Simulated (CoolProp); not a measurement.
Ethylene along the isotherm 11.05 °C: Z from the reference equation and from simpler models built on Tc = 9.2 °C, pc = 5042 kPa, ω = 0.087; each cubic takes its own stable root.

Values from CoolProp's reference Helmholtz-energy equation of state, Smukala 2000.

```
p (kPa)  phase  reference
-------  -----  ---------
229        gas     0.9848
458        gas     0.9694
688        gas     0.9535
917        gas     0.9373
1150       gas     0.9203
1380       gas     0.9032
1600       gas     0.8863
1830       gas     0.8682
2060       gas     0.8494
2290       gas     0.8300
2520       gas     0.8098
```

**Question.** How far does each simpler model (Pitzer virial, Redlich-Kwong, Soave-Redlich-Kwong, Peng-Robinson) lie from the reference over these 11 states: mean and median of the absolute difference, and the worst?

**Answer.** 
- Pitzer virial: mean 0.9 %, median 0.6 %, worst +2.8 % at 11.05 °C and 2520 kPa
- Redlich-Kwong: mean 0.1 %, median 0.1 %, worst -0.1 % at 11.05 °C and 1600 kPa
- Soave-Redlich-Kwong: mean 0.0 %, median 0.1 %, worst -0.1 % at 11.05 °C and 1380 kPa
- Peng-Robinson: mean 1.2 %, median 1.2 %, worst -2.2 % at 11.05 °C and 2520 kPa
